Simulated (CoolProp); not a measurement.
Vapour pressure (MPa) of carbonyl sulfide: the reference equation beside estimates from Tc = 105.6 °C, pc = 6.369 MPa, ω = 0.098. Clausius-Clapeyron is anchored at 12.45 °C with a constant enthalpy of vaporisation of 15.52 kJ/mol.

Model: reference Helmholtz-energy equation of state, Lemmon 2006, in CoolProp. It is a short technical equation, of lower accuracy than the large ones.

| T (°C) | reference | Lee-Kesler | Clausius-Clapeyron | van der Waals | Redlich-Kwong | Soave-Redlich-Kwong | Peng-Robinson |
|---|---|---|---|---|---|---|---|
| 12.45 | 0.9258 | 0.9276 | 0.9258 | 1.846 | 1.012 | 0.9306 | 0.9251 |
| 16.05 | 1.019 | 1.021 | 1.004 | 1.960 | 1.113 | 1.026 | 1.019 |
| 19.75 | 1.122 | 1.125 | 1.090 | 2.083 | 1.224 | 1.130 | 1.122 |
| 23.35 | 1.230 | 1.233 | 1.177 | 2.206 | 1.339 | 1.240 | 1.230 |
| 26.95 | 1.344 | 1.348 | 1.270 | 2.334 | 1.462 | 1.356 | 1.345 |
| 30.55 | 1.467 | 1.470 | 1.367 | 2.467 | 1.592 | 1.481 | 1.468 |
| 34.25 | 1.601 | 1.604 | 1.472 | 2.608 | 1.733 | 1.617 | 1.603 |
| 37.85 | 1.739 | 1.743 | 1.579 | 2.751 | 1.879 | 1.759 | 1.742 |

Absolute difference from the reference over all 8 rows, mean and median: Lee-Kesler 0.2 and 0.2 %, Clausius-Clapeyron 4.8 and 4.9 %, van der Waals 77.5 and 76.5 %, Redlich-Kwong 8.8 and 8.8 %, Soave-Redlich-Kwong 0.8 and 0.9 %, Peng-Robinson 0.1 and 0.1 %.
